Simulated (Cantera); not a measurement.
Input (Python, Cantera):

```python
import numpy as np
import cantera as ct

gas = ct.Solution("gri30.yaml", transport_model="multicomponent")
show = ['O', 'NO', 'OH']

rows = []
print(f"{'T/K':>7s}{'rho':>11s}{'cp':>10s}{'mu':>11s}{'lambda':>11s}{'Pr':>7s}" + "".join(f"{'D_' + s:>11s}" for s in show))
for T in [400, 500, 600, 700, 800, 900]:
    gas.TPX = T, 8600, {'H2': 0.52}
    Pr = gas.cp_mass * gas.viscosity / gas.thermal_conductivity
    D = [gas.mix_diff_coeffs_mole[gas.species_index(s)] for s in show]
    rows.append([gas.density, gas.cp_mass, gas.viscosity, gas.thermal_conductivity, Pr, *D])
    print(f"{T:7g}{gas.density:11.4e}{gas.cp_mass:10.1f}{gas.viscosity:11.4e}"
          f"{gas.thermal_conductivity:11.4e}{Pr:7.3f}" + "".join(f"{d:11.4e}" for d in D))
print("SI units: kg/m3, J/kg/K, Pa s, W/m/K, m2/s")
```

It prints:

```
    T/K        rho        cp         mu     lambda     Pr        D_O       D_NO       D_OH
    400 5.2131e-03   14522.5 1.0869e-05 2.2905e-01  0.689 2.0761e-03 1.4915e-03 2.0692e-03
    500 4.1705e-03   14532.6 1.2568e-05 2.6523e-01  0.689 3.0172e-03 2.1697e-03 3.0072e-03
    600 3.4754e-03   14511.2 1.4145e-05 2.9828e-01  0.688 4.0894e-03 2.9425e-03 4.0758e-03
    700 2.9789e-03   14555.7 1.5629e-05 3.3065e-01  0.688 5.2847e-03 3.8040e-03 5.2671e-03
    800 2.6065e-03   14690.4 1.7037e-05 3.6366e-01  0.688 6.5966e-03 4.7495e-03 6.5746e-03
    900 2.3169e-03   14866.4 1.8383e-05 3.9688e-01  0.689 8.0198e-03 5.7752e-03 7.9932e-03
SI units: kg/m3, J/kg/K, Pa s, W/m/K, m2/s
```

Computed with Cantera and GRI-Mech 3.0 (53 species, 325 reactions).
